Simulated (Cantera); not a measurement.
Input: 1 mol Ti(OiPr)4, 5.5 mol H2O, held at 2.00 mbar.

These are equilibrium values from Cantera (NASA tables, ideal gas, pure condensed phases), not measurements of a reactor. Candidate condensed phases: C, C6H6, C7H8, C8H18, H2O, Ti, TiC, TiO, TiO2, Ti2O3, Ti3O5, Ti4O7; 113 gas species. The feed counts by its element totals alone. TiC: taken at fixed stoichiometry. Condensed phases not in the tables: Magnéli phases beyond Ti4O7. Rates play no part.

x: gas mole fraction; n: condensed amount in mol.

```csv
T (°C),x H2,x CO,x H,x C2H2 (acetylene),x H2O,n C(graphite),n TiO2(rutile),n Ti3O5(s),n TiC(s)
750,0.722,0.278,7.87e-8,1.51e-9,0.000110,4.50,1.00,0,0
850,0.713,0.287,8.04e-7,1.57e-8,2.70e-5,4.17,0,0.333,0
950,0.672,0.328,5.51e-6,1.05e-7,8.85e-6,1.50,0,0,1.00
1050,0.672,0.328,2.91e-5,5.55e-7,3.23e-6,1.50,0,0,1.00
1150,0.672,0.328,0.000122,2.31e-6,1.36e-6,1.50,0,0,1.00
1250,0.672,0.328,[?],[?],[?],1.50,0,0,1.00
1350,0.671,0.327,0.00127,2.34e-5,3.33e-7,1.50,0,0,1.00
1450,0.670,0.327,0.00334,6.06e-5,1.86e-7,1.50,0,0,1.00
1550,0.666,0.326,0.00790,0.000141,1.11e-7,1.49,0,0,1.00
1650,0.658,0.325,[?],[?],[?],1.48,0,0,1.000
1750,0.643,0.322,0.0341,0.000575,4.44e-8,1.47,0,0,1.000
1850,0.619,0.317,0.0631,0.00102,2.90e-8,1.44,0,0,1.000
1950,0.580,0.310,0.109,0.00168,1.90e-8,1.40,0,0,0.999
```

### Question
Complete the blanks.

### Answer

- 1650, x H: 0.0171
- 1650, x C2H2 (acetylene): 0.000297
- 1650, x H2O: 6.89e-8
- 1250, x H: 0.000424
- 1250, x C2H2 (acetylene): 7.94e-6
- 1250, x H2O: 6.42e-7
